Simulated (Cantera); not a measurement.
Feed: 1 mol CF₄, 1.3 mol H₂, equilibrated at 750 Torr.

These are equilibrium values from Cantera (NASA tables, ideal gas, pure condensed phases), not measurements of a reactor. Candidate condensed phases: C, C₆H₆, C₇H₈, C₈H₁₈; 95 gas species. The tables' values for C₂F₄ are old estimates; treat these amounts as uncertain. Gases not in the tables: C₂F₆ and larger saturated fluorocarbons. Equilibrium is a limit: real reactors are often held back by kinetics, nucleation or transport. All values below are at 2525 K.

Base state: HF 0.824, CF₂ 0.0820, CF₄ 0.0581, F 0.0293, CF₃ 0.00564, CF 0.00103, H 4.93e-5, CHF₃ 3.73e-5 (mole fractions); condensed: C(graphite).

Problem. What changes in the equilibrium state with this change: CF₄ replaced by CH₂F₂?

Solution. 
| species | before | after |
|---|---|---|
| HF | 0.824 | 0.601 |
| H₂ | 3.09e-6 | 0.377 |
| H | 4.93e-5 | 0.0172 |
| CF₂ | 0.0820 | 3.57e-7 |
| CF₄ | 0.0581 | <1e-9 |
| F | 0.0293 | 6.11e-5 |
| CF₃ | 0.00564 | <1e-9 |
| C₂H₂ (acetylene) | 3.71e-8 | 0.00453 |
| CHF₃ | 3.73e-5 | <1e-9 |
| C₄H₂ | <1e-9 | 2.25e-5 |
| CH₄ | <1e-9 | 2.05e-5 |
| C(graphite), mol | 0.537 | 0.969 |
